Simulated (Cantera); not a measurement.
Input: 1 mol SiO2, a varied amount of HF, 0.61 mol N2, equilibrated at 1000 °C and 21.0 mbar.

Equilibrium computed with Cantera from the NASA thermochemical tables; the gas is ideal and each condensed phase is pure. Candidate condensed phases: H2O, Si, SiO2, Si2N2O, Si3N4; 58 gas species. The tables hold silica as quartz up to 1696 K and as liquid above; real silica turns to tridymite and cristobalite and melts near 1996 K. Kinetics and transport are ignored.

Task: Which condensed phases are stable at each of these points (n(HF) (mol)): 1.8, 2.4, 3.1, 4.1, 5.5, 7.2, 9.6, 13, 17, 22?

Result: 
```json
[
 {"n(HF) (mol)": "1.8", "condensed phases": "SiO2(β-quartz)", "Si condensed (%)": "87.7"},
 {"n(HF) (mol)": "2.4", "condensed phases": "SiO2(β-quartz)", "Si condensed (%)": "83.3"},
 {"n(HF) (mol)": "3.1", "condensed phases": "SiO2(β-quartz)", "Si condensed (%)": "78.2"},
 {"n(HF) (mol)": "4.1", "condensed phases": "SiO2(β-quartz)", "Si condensed (%)": "70.9"},
 {"n(HF) (mol)": "5.5", "condensed phases": "SiO2(β-quartz)", "Si condensed (%)": "60.7"},
 {"n(HF) (mol)": "7.2", "condensed phases": "SiO2(β-quartz)", "Si condensed (%)": "48.3"},
 {"n(HF) (mol)": "9.6", "condensed phases": "SiO2(β-quartz)", "Si condensed (%)": "30.7"},
 {"n(HF) (mol)": "13", "condensed phases": "SiO2(β-quartz)", "Si condensed (%)": "5.8"},
 {"n(HF) (mol)": "17", "condensed phases": "gas only", "Si condensed (%)": "0.0"},
 {"n(HF) (mol)": "22", "condensed phases": "gas only", "Si condensed (%)": "0.0"}
]
```

From 1.8 mol HF to 13 mol HF the condensed part is SiO2(β-quartz). From 17 mol HF to 22 mol HF nothing is condensed.
